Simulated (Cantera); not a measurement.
## Low-pressure radical oxidation in H2/O2

An isothermal, constant-pressure homogeneous reactor starts with H₂ : O₂ = 0.1 : 1 (molar parts), equivalence ratio 0.050, at 1173 K and 0.0132 atm.

Model: GRI-Mech 3.0 (53 species, 325 reactions), integrated in Cantera. Radical loss at walls, strong at low pressure, is not modelled. The temperature is held fixed by assumption; the heat of reaction is taken as removed at once.

```
t (s)         x H₂   x O₂      x H     x H₂O       x O    x H₂O₂
--------  --------  -----  -------  --------  --------  --------
3.00e-5     0.0909  0.909  1.11e-9  8.01e-11  3.17e-10    <1e-12
8.77e-5     0.0909  0.909  3.17e-9   1.45e-9   2.22e-9  1.00e-12
0.000256    0.0909  0.909  1.91e-8   2.95e-8   2.19e-8  8.56e-12
0.000750    0.0909  0.909  1.71e-6   3.82e-6   2.14e-6  7.92e-11
0.00219     0.0157  0.860   0.0250    0.0587    0.0319   3.72e-7
0.00641    0.00210  0.857   0.0166    0.0791    0.0407   1.50e-7
0.0187     0.00126  0.878  0.00716    0.0868    0.0230   1.68e-7
0.0548    0.000360  0.897  0.00103    0.0929   0.00634   1.60e-7
0.160      5.23e-5  0.904  5.69e-5    0.0947  0.000919   9.50e-8
0.468      6.98e-6  0.905  2.83e-6    0.0951  0.000124   3.82e-8
1.37       1.19e-6  0.905  2.03e-7    0.0952   2.14e-5   1.33e-8
4.00       2.60e-7  0.905  2.12e-8    0.0952   4.75e-6   4.50e-9
```
x: mole fraction; the columns are a selection and need not sum to one.

Equilibrium at this temperature and pressure: H₂ 6.25e-9, O₂ 0.905, H 8.12e-11, H₂O 0.0952, O 1.16e-7, H₂O₂ 1.96e-10 (gas phase only).
